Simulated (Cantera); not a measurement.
Cantera run:

```python
import numpy as np
import cantera as ct

gas_names = """
    O2 NO2 ZrO2
""".split()
cond_names = """
    ZrN(s) ZrN(L)
""".split()


# ... load() reads the species with a 1 bar reference pressure and builds the phases ...
species = {s.name: s for s in load("nasa_gas.yaml", gas_names) + load("nasa_condensed.yaml", cond_names)}
# Each term lists the table entries of one substance; the one whose range holds T is used.
reactions = {
    'ZrN + 2 O2(g) = NO2(g) + ZrO2(g)':
        [(-1, ['ZrN(s)', 'ZrN(L)']), (-2, ['O2']), (1, ['NO2']), (1, ['ZrO2'])],
}


def pick(names, T):
    return next(species[n] for n in names if species[n].thermo.min_temp <= T <= species[n].thermo.max_temp)


results = []
for label, terms in reactions.items():
    print(label)
    print("     T/K   dH/kJ  dS/(J/K)   dG/kJ   log10 K")
    for T in [750, 775, 800, 825, 850, 875, 900, 925, 950, 975, 1000]:
        used = [(nu, pick(names, T)) for nu, names in terms]
        dH = sum(nu * s.thermo.h(T) for nu, s in used) / 1e6
        dS = sum(nu * s.thermo.s(T) for nu, s in used) / 1e3
        dG = dH - T * dS / 1e3
        logK = -dG * 1e6 / (ct.gas_constant * T * np.log(10))
        results.append((label, T, dH, dS, dG, logK, [s.name for _, s in used]))
        print(f"{T:8g} {dH:8.1f} {dS:8.1f} {dG:8.1f} {logK:8.2f}")
```

Result:

```
ZrN + 2 O2(g) = NO2(g) + ZrO2(g)
     T/K   dH/kJ  dS/(J/K)   dG/kJ   log10 K
     750    106.9     51.6     68.3    -4.75
     775    106.6     51.2     67.0    -4.51
     800    106.3     50.8     65.7    -4.29
     825    106.0     50.4     64.4    -4.08
     850    105.7     50.0     63.2    -3.88
     875    105.4     49.6     61.9    -3.70
     900    105.0     49.3     60.7    -3.52
     925    104.7     48.9     59.5    -3.36
     950    104.4     48.6     58.3    -3.20
     975    104.1     48.2     57.0    -3.06
    1000    103.7     47.9     55.8    -2.92
```

Source: NASA polynomial tables (part measured, part estimated), evaluated in Cantera. ZrN: taken at fixed stoichiometry. Condensed species are held in their standard states even where they would react or evaporate.
